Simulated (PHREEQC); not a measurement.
A solution holds 1 mol LiCl and 0.011 mol H3BO3 per kg of water, at 20 °C. It is in equilibrium with CO2 at log p = -3.4 (atm). Otherwise closed; pH follows from the charge balance.

Computed with PHREEQC (Pitzer model, pitzer.dat).

Each row changes one thing in this solution. Precipitation was switched off in this run.

```json
[
 {"case": "as made", "pH": "5.19", "ionic strength (mol/kgw)": "1.00", "CO2 (mol/kgw)": "1.57e-5", "HCO3- (mol/kgw)": "2.53e-6", "CO3-2 (mol/kgw)": "2.80e-10"},
 {"case": "LiCl from 1 to 5 mol/kgw", "pH": "4.29", "ionic strength (mol/kgw)": "(withheld)", "CO2 (mol/kgw)": "1.64e-5", "HCO3- (mol/kgw)": "8.00e-7", "CO3-2 (mol/kgw)": "2.53e-10"},
 {"case": "H3BO3 left out", "pH": "5.38", "ionic strength (mol/kgw)": "1.00", "CO2 (mol/kgw)": "1.57e-5", "HCO3- (mol/kgw)": "3.91e-6", "CO3-2 (mol/kgw)": "6.70e-10"},
 {"case": "temperature from 20 to 30 °C", "pH": "5.21", "ionic strength (mol/kgw)": "1.00", "CO2 (mol/kgw)": "(withheld)", "HCO3- (mol/kgw)": "2.28e-6", "CO3-2 (mol/kgw)": "3.33e-10"},
 {"case": "diluted 10-fold with water", "pH": "5.54", "ionic strength (mol/kgw)": "0.100", "CO2 (mol/kgw)": "1.56e-5", "HCO3- (mol/kgw)": "3.18e-6", "CO3-2 (mol/kgw)": "1.27e-10"},
 {"case": "LiCl left out", "pH": "5.44", "ionic strength (mol/kgw)": "(withheld)", "CO2 (mol/kgw)": "1.56e-5", "HCO3- (mol/kgw)": "1.84e-6", "CO3-2 (mol/kgw)": "(withheld)"}
]
```

**Question.** Complete the blanks.

**Answer.** 
- LiCl from 1 to 5 mol/kgw, ionic strength (mol/kgw): 5.00
- temperature from 20 to 30 °C, CO2 (mol/kgw): 1.20e-5
- LiCl left out, ionic strength (mol/kgw): 3.62e-6
- LiCl left out, CO3-2 (mol/kgw): 2.11e-11
